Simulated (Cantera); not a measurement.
Standard-state values (1 bar) from the NASA 1993 polynomials, evaluated with Cantera. Values are per mole of reaction as written; species without (g) are pure solids or liquids, kept so even where they would boil at 1 bar.

3 BaBr2 + 2 NH3(g) = 6 HBr(g) + 3 Ba + N2(g)

```csv
T (K),ΔH° (kJ),ΔS° (J/K),ΔG° (kJ),log10 K,condensed phases
300,2146.4,739.6,1924.5,-335.08,"BaBr2(s), Ba(s)"
1875,1983.5,595.6,866.8,-24.15,"BaBr2(l), Ba(l)"
1950,1977.1,592.2,822.3,-22.03,"BaBr2(l), Ba(l)"
2025,1970.7,589.0,778.0,-20.07,"BaBr2(l), Ba(l)"
2100,[?],[?],[?],[?],"BaBr2(l), Ba(l)"
2175,[?],[?],[?],[?],"BaBr2(l), Ba(l)"
2250,[?],[?],[?],[?],"BaBr2(l), Ba(l)"
2325,[?],[?],[?],[?],"BaBr2(l), Ba(l)"
```

**Question.** Some entries are withheld; supply them.

**Answer.** 
- 2100, ΔH° (kJ): 1964.2
- 2100, ΔS° (J/K): 585.8
- 2100, ΔG° (kJ): 733.9
- 2100, log10 K: -18.26
- 2175, ΔH° (kJ): 1957.7
- 2175, ΔS° (J/K): 582.8
- 2175, ΔG° (kJ): 690.1
- 2175, log10 K: -16.57
- 2250, ΔH° (kJ): 1951.2
- 2250, ΔS° (J/K): 579.8
- 2250, ΔG° (kJ): 646.5
- 2250, log10 K: -15.01
- 2325, ΔH° (kJ): 1944.6
- 2325, ΔS° (J/K): 577.0
- 2325, ΔG° (kJ): 603.1
- 2325, log10 K: -13.55
